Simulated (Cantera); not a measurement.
An adiabatic, constant-pressure homogeneous reactor starts with CH₄ : O₂ : N₂ = 1 : 2 : 7.52 (molar parts), at 1400 K and 22.0 bar. Integrator tolerance rtol = 1e-08.

Computed with Cantera and GRI-Mech 3.0 (53 species, 325 reactions). The pressure lies above the range GRI-Mech 3.0 was tuned for (to about 10 atm).

Question: What does this change do: N2 7.52 to 13 parts?

Answer: 
```
quantity                                                            before                                      after
---------------------------------  ---------------------------------------  -----------------------------------------
time of steepest temperature rise                                 0.233 ms                                   0.398 ms
temperature at 0.200 s                                              2889 K                                     2565 K
equilibrium temperature                                             2889 K                                     2565 K
x(CH₄) at 0.200 s                    <1e-12 (gas-phase equilibrium <1e-12)      <1e-12 (gas-phase equilibrium <1e-12)
x(O₂) at 0.200 s                     0.0114 (gas-phase equilibrium 0.0114)    0.00379 (gas-phase equilibrium 0.00379)
x(C₂H₂) at 0.200 s                   <1e-12 (gas-phase equilibrium <1e-12)      <1e-12 (gas-phase equilibrium <1e-12)
x(HCN) at 0.200 s                  6.60e-9 (gas-phase equilibrium 6.60e-9)  6.30e-10 (gas-phase equilibrium 6.30e-10)
x(NO₂) at 0.200 s                  6.23e-6 (gas-phase equilibrium 6.23e-6)    1.83e-6 (gas-phase equilibrium 1.83e-6)
```

Question: What does this change do: CH4 1 to 2.4 parts?

Answer: 
```csv
quantity,before,after
time of steepest temperature rise,0.233 ms,0.365 ms
temperature at 0.200 s,2889 K,2248 K
equilibrium temperature,2889 K,2248 K
x(CH₄) at 0.200 s,<1e-12 (gas-phase equilibrium <1e-12),9.30e-8 (gas-phase equilibrium 1.04e-7)
x(O₂) at 0.200 s,0.0114 (gas-phase equilibrium 0.0114),1.93e-8 (gas-phase equilibrium 1.93e-8)
x(C₂H₂) at 0.200 s,<1e-12 (gas-phase equilibrium <1e-12),9.82e-11 (gas-phase equilibrium 1.09e-10)
x(HCN) at 0.200 s,6.60e-9 (gas-phase equilibrium 6.60e-9),5.87e-6 (gas-phase equilibrium 5.72e-6)
x(NO₂) at 0.200 s,6.23e-6 (gas-phase equilibrium 6.23e-6),6.00e-12 (gas-phase equilibrium 5.84e-12)
```
